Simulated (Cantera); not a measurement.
Charge: 1 mol (CH3)2SiCl2, 3.8 mol H2, equilibrated at 57.0 mbar.

Method: chemical equilibrium by Gibbs-energy minimisation in Cantera with the NASA 1993 tables (ideal gas, pure condensed phases). Candidate condensed phases: C, C6H6, C7H8, C8H18, Si, SiC; 109 gas species. The feed counts by its element totals alone. The tables' values for SiCl, SiCl3 are old estimates; treat these amounts as uncertain. Gases not in the tables: Si2H6 and higher silanes. Kinetics and transport are ignored.

x: gas mole fraction; n: condensed amount in mol.

| T (K) | x H2 | x HCl | x H | x SiCl2 | x Cl | n C(graphite) | n SiC(s) |
|---|---|---|---|---|---|---|---|
| 1573 | 0.747 | 0.250 | 0.000147 | 0.00270 | 3.91e-5 | 1.02 | 0.976 |
| 1648 | 0.747 | 0.248 | 0.000322 | 0.00361 | 8.39e-5 | 1.03 | 0.969 |
| 1723 | 0.748 | 0.246 | 0.000661 | 0.00466 | 0.000168 | 1.04 | 0.962 |
| 1798 | 0.749 | 0.244 | … | … | … | 1.05 | 0.952 |
| 1873 | 0.749 | 0.241 | 0.00234 | 0.00719 | 0.000569 | 1.05 | 0.942 |
| 1948 | 0.749 | 0.237 | 0.00410 | 0.00861 | 0.000972 | 1.06 | 0.931 |
| 2023 | 0.747 | 0.233 | 0.00688 | 0.0101 | 0.00159 | 1.07 | 0.918 |
| 2098 | 0.745 | 0.228 | … | … | … | 1.08 | 0.904 |
| 2173 | 0.740 | 0.223 | 0.0174 | 0.0131 | 0.00382 | 1.09 | 0.887 |
| 2248 | 0.732 | 0.216 | 0.0263 | 0.0145 | 0.00562 | 1.09 | 0.864 |
| 2323 | 0.720 | 0.208 | 0.0387 | 0.0158 | 0.00803 | 1.11 | 0.827 |

Some entries are withheld; supply them.


- 2098, x H: 0.0111
- 2098, x SiCl2: 0.0116
- 2098, x Cl: 0.00251
- 1798, x H: 0.00128
- 1798, x SiCl2: 0.00586
- 1798, x Cl: 0.000318
